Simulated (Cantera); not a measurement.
An adiabatic, constant-volume homogeneous reactor starts with CH₄ : C₂H₆ : C₃H₈ : O₂ : N₂ : CO₂ = 1 : 0.21 : 0.077 : 3.18 : 12 : 0.97 (molar parts), equivalence ratio 0.98, at 1775 K and 4.93 atm. Integrator tolerance rtol = 1e-08.

Cantera simulation using GRI-Mech 3.0 (53 species, 325 reactions); the numbers are that mechanism's predictions, not measurements. Above 3000 K some thermodynamic fits are extrapolated.

What does this change do: initial temperature 1775 to 1423 K?


| quantity | before | after |
|---|---|---|
| time of steepest temperature rise | 7.20 µs | 83.3 µs |
| temperature at 0.200 s | 3021 K | 2907 K |
| equilibrium temperature | 3021 K | 2907 K |
| x(CH₄) at 0.200 s | <1e-12 (gas-phase equilibrium <1e-12) | <1e-12 (gas-phase equilibrium <1e-12) |
| x(C₂H₆) at 0.200 s | <1e-12 (gas-phase equilibrium <1e-12) | <1e-12 (gas-phase equilibrium <1e-12) |
| x(C₃H₈) at 0.200 s | <1e-12 (gas-phase equilibrium <1e-12) | <1e-12 (gas-phase equilibrium <1e-12) |
| x(H) at 0.200 s | 0.00649 (gas-phase equilibrium 0.00649) | 0.00357 (gas-phase equilibrium 0.00357) |
| x(C₂H) at 0.200 s | <1e-12 (gas-phase equilibrium <1e-12) | <1e-12 (gas-phase equilibrium <1e-12) |
